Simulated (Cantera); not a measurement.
An isothermal, constant-pressure homogeneous reactor starts with 10.3 % NO, 89.7 % N2, at 2123 K and 0.158 atm.

Computed with Cantera and GRI-Mech 3.0 (53 species, 325 reactions).

One state of this run: x NO = 0.0228; x N2 = 0.937; x O = 0.000822; x O2 = 0.0397; x N2O = 3.32e-7. x: mole fraction; the columns are a selection and need not sum to one.

Q: Which value of t (s) does it belong to?
(A) 0.0219
(B) 0.420
(C) 3.00
(D) 0.00820

A: C, 3.00
